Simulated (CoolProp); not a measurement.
Vapour-liquid equilibrium of isopentane (1) + R365MFC (2) at 367 kPa; x and y are mole fractions of (1).

Values from CoolProp's multi-fluid Helmholtz-energy mixture model, Lemmon 2006 and Lemmon 2016; pair parameters Bell 2016.

```csv
x,"bubble temperature, mixture model (°C)","bubble temperature, Raoult's law (°C)","y, mixture model","y, Raoult's law"
0.05,77.3,81.0,0.141,0.064
0.125,72.5,80.2,0.291,0.157
0.2,69.2,79.4,0.391,0.246
0.275,67.0,78.6,0.461,0.331
0.35,65.6,77.8,0.511,0.413
0.425,64.7,77.0,0.550,0.492
0.5,64.1,76.2,0.583,0.568
0.575,63.8,75.4,0.612,0.641
0.65,63.7,74.7,0.643,0.711
0.725,63.9,73.9,0.678,0.777
0.8,64.5,73.1,0.724,0.842
0.875,65.7,72.4,0.790,0.903
0.95,68.3,71.6,0.893,0.962
```

The largest gap from Raoult's law is -12.3 K in bubble temperature, at x = 0.425. y crosses x between x = 0.575 and 0.65: the model has an azeotrope there.

Pair parameters are fitted to limited data, so mixtures are less certain than the pure fluids.
